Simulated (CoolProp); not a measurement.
Saturation properties of CH2F2 (R32) (Tc = 351.3 K, pc = 57.83 bar, ω = 0.277).

Model: reference Helmholtz-energy equation of state, Tillner-Roth 1997, in CoolProp.

```tsv
T (K)	p (bar)	liquid cp (kJ/(kg K))	surface tension (mN/m)	liquid viscosity (µPa s)	liquid conductivity (mW/(m K))
165.1	0.01772	1.564	32.4	823	229
173.5	0.03935	1.560	30.6	681	224
181.9	0.08028	1.559	28.8	574	219
190.2	0.1512	1.560	27.1	492	214
198.6	0.2698	1.563	25.3	426	209
207	0.4559	1.570	23.6	372	203
215.4	0.7351	1.579	21.9	328	198
223.8	1.138	1.591	20.2	290	192
232.1	1.691	1.606	18.6	259	186
240.5	2.448	1.624	17.0	231	180
248.9	3.446	1.647	15.4	207	173
257.3	4.732	1.675	13.8	186	167
265.7	6.359	1.709	12.3	167	160
```

It boils at 221.5 K under 1 atm.

Viscosity comes from a separate model (Bell 2016), an estimate that may be off by 10 % or more. Thermal conductivity comes from a separate model (Huber 2003), an estimate that may be off by 10 % or more. Surface tension comes from a separate correlation (Mulero 2012).
